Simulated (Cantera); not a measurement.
A closed system holds: 1 mol SiCl₄, 1.3 mol HCl, 610 mol H₂, equilibrated at 14.0 mbar.

Equilibrium computed with Cantera from the NASA thermochemical tables; the gas is ideal and each condensed phase is pure. Candidate condensed phases: Si; 19 gas species. Gases not in the tables: Si₂H₆ and higher silanes. Kinetics and transport are ignored.

Question: Which condensed phases are stable at each of these points (T (K)): 850, 1000, 1150, 1300, 1450, 1600, 1750?

Answer: 
```
T (K)  condensed phases  Si condensed (%)
-----  ----------------  ----------------
850            gas only               0.0
1000              Si(s)              70.9
1150              Si(s)              89.3
1300              Si(s)              88.5
1450              Si(s)              87.0
1600              Si(s)              84.8
1750              Si(l)              76.5
```

At 850 K nothing is condensed. From 1000 K to 1600 K the condensed part is Si(s). At 1750 K the condensed part is Si(l).
